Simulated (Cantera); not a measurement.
Adiabatic ignition

An adiabatic, constant-volume homogeneous reactor starts with 35.3 % H2, 13.6 % O2, 51.1 % N2, at 1198 K and 0.540 bar.

Cantera simulation using the H2/O2 subset of GRI-Mech 3.0, which has no nitrogen chemistry; the numbers are that mechanism's predictions, not measurements.

```json
[
 {"t (s)": "7.00e-6", "T (K)": "1198", "P (bar)": "0.540", "x H2": "0.353", "x O2": "0.136", "x H2O2": "4.99e-11", "x OH": "1.08e-9", "x HO2": "1.31e-8", "x H": "2.12e-8", "x O": "2.02e-9"},
 {"t (s)": "2.42e-5", "T (K)": "1198", "P (bar)": "0.540", "x H2": "0.353", "x O2": "0.136", "x H2O2": "9.29e-10", "x OH": "4.20e-8", "x HO2": "1.13e-7", "x H": "7.89e-7", "x O": "8.00e-8"},
 {"t (s)": "8.39e-5", "T (K)": "1550", "P (bar)": "0.689", "x H2": "0.133", "x O2": "0.0445", "x H2O2": "1.76e-6", "x OH": "0.0110", "x HO2": "2.17e-5", "x H": "0.118", "x O": "0.0151"},
 {"t (s)": "0.000291", "T (K)": "2900", "P (bar)": "1.18", "x H2": "0.103", "x O2": "0.00578", "x H2O2": "3.11e-7", "x OH": "0.0271", "x HO2": "3.97e-6", "x H": "0.0356", "x O": "0.00582"},
 {"t (s)": "0.00101", "T (K)": "2908", "P (bar)": "1.18", "x H2": "0.103", "x O2": "0.00567", "x H2O2": "3.16e-7", "x OH": "0.0270", "x HO2": "3.97e-6", "x H": "0.0351", "x O": "0.00570"},
 {"t (s)": "0.00348", "T (K)": "2908", "P (bar)": "1.18", "x H2": "0.103", "x O2": "0.00567", "x H2O2": "3.16e-7", "x OH": "0.0270", "x HO2": "3.97e-6", "x H": "0.0351", "x O": "0.00570"},
 {"t (s)": "0.0121", "T (K)": "2908", "P (bar)": "1.18", "x H2": "0.103", "x O2": "0.00567", "x H2O2": "3.16e-7", "x OH": "0.0270", "x HO2": "3.97e-6", "x H": "0.0351", "x O": "0.00570"},
 {"t (s)": "0.0418", "T (K)": "2908", "P (bar)": "1.18", "x H2": "0.103", "x O2": "0.00567", "x H2O2": "3.16e-7", "x OH": "0.0270", "x HO2": "3.97e-6", "x H": "0.0351", "x O": "0.00570"},
 {"t (s)": "0.145", "T (K)": "2908", "P (bar)": "1.18", "x H2": "0.103", "x O2": "0.00567", "x H2O2": "3.16e-7", "x OH": "0.0270", "x HO2": "3.97e-6", "x H": "0.0351", "x O": "0.00570"},
 {"t (s)": "0.501", "T (K)": "2908", "P (bar)": "1.18", "x H2": "0.103", "x O2": "0.00567", "x H2O2": "3.16e-7", "x OH": "0.0270", "x HO2": "3.97e-6", "x H": "0.0351", "x O": "0.00570"},
 {"t (s)": "1.73", "T (K)": "2908", "P (bar)": "1.18", "x H2": "0.103", "x O2": "0.00567", "x H2O2": "3.16e-7", "x OH": "0.0270", "x HO2": "3.97e-6", "x H": "0.0351", "x O": "0.00570"},
 {"t (s)": "6.00", "T (K)": "2908", "P (bar)": "1.18", "x H2": "0.103", "x O2": "0.00567", "x H2O2": "3.16e-7", "x OH": "0.0270", "x HO2": "3.97e-6", "x H": "0.0351", "x O": "0.00570"}
]
```
x: mole fraction; the columns are a selection and need not sum to one.

| Quantity | Result |
|---|---|
| time of steepest temperature rise | 83.4 µs |
| temperature at 6.00 s | 2908 K |
| equilibrium temperature | 2908 K |
| x(H2) at 6.00 s | 0.103 (gas-phase equilibrium 0.103) |
| x(O2) at 6.00 s | 0.00567 (gas-phase equilibrium 0.00567) |
| x(H2O2) at 6.00 s | 3.16e-7 (gas-phase equilibrium 3.16e-7) |
